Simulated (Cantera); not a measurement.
An adiabatic, constant-pressure homogeneous reactor starts with CH4 : O2 : N2 = 1 : 0.87 : 3.27 (molar parts), at 1448 K and 3600 Torr. Integrator tolerance rtol = 1e-08.

Model: GRI-Mech 3.0 (53 species, 325 reactions), integrated in Cantera.

Question: What does this change do: pressure from 3600 Torr to 1650 Torr?

Answer: 
| quantity | before | after |
|---|---|---|
| time of steepest temperature rise | 0.909 ms | 1.70 ms |
| temperature at 3.00 s | 2338 K | 2331 K |
| equilibrium temperature | 2338 K | 2331 K |
| x(CH4) at 3.00 s | 1.99e-9 (gas-phase equilibrium 2.25e-9) | 4.28e-10 (gas-phase equilibrium 4.86e-10) |
| x(O2) at 3.00 s | 3.42e-7 (gas-phase equilibrium 3.42e-7) | 6.90e-7 (gas-phase equilibrium 6.90e-7) |
| x(O) at 3.00 s | 1.66e-6 (gas-phase equilibrium 1.66e-6) | 3.35e-6 (gas-phase equilibrium 3.35e-6) |
| x(NO) at 3.00 s | 1.77e-5 (gas-phase equilibrium 1.77e-5) | 2.47e-5 (gas-phase equilibrium 2.47e-5) |
| x(HCN) at 3.00 s | 9.99e-7 (gas-phase equilibrium 9.99e-7) | 4.57e-7 (gas-phase equilibrium 4.57e-7) |

Question: What does this change do: initial temperature 1448 to 1675 K?

Answer: 
```
quantity                                                            before                                      after
---------------------------------  ---------------------------------------  -----------------------------------------
time of steepest temperature rise                                 0.909 ms                                    99.9 µs
temperature at 3.00 s                                               2338 K                                     2535 K
equilibrium temperature                                             2338 K                                     2535 K
x(CH4) at 3.00 s                   1.99e-9 (gas-phase equilibrium 2.25e-9)  8.19e-10 (gas-phase equilibrium 9.23e-10)
x(O2) at 3.00 s                    3.42e-7 (gas-phase equilibrium 3.42e-7)    2.63e-6 (gas-phase equilibrium 2.63e-6)
x(O) at 3.00 s                     1.66e-6 (gas-phase equilibrium 1.66e-6)    1.28e-5 (gas-phase equilibrium 1.28e-5)
x(NO) at 3.00 s                    1.77e-5 (gas-phase equilibrium 1.77e-5)    7.05e-5 (gas-phase equilibrium 7.05e-5)
x(HCN) at 3.00 s                   9.99e-7 (gas-phase equilibrium 9.99e-7)    9.67e-7 (gas-phase equilibrium 9.67e-7)
```
